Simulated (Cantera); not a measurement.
Charge: 1 mol NH3, 0.16 mol O2, equilibrated at 1898.15 K and 0.0950 bar.

Equilibrium computed with Cantera from the NASA thermochemical tables; the gas is ideal and each condensed phase is pure. Candidate condensed phases: H2O; 24 gas species. Rates play no part.

**Question.** What is the equilibrium state?

**Answer.** 
| Property | Value |
|---|---|
| x(H2) | 0.588 |
| x(N2) | 0.250 |
| x(H2O) | 0.160 |
| x(H) | 0.00195 |
| x(OH) | 4.33e-5 |
| gas amount | 2.002 mol |
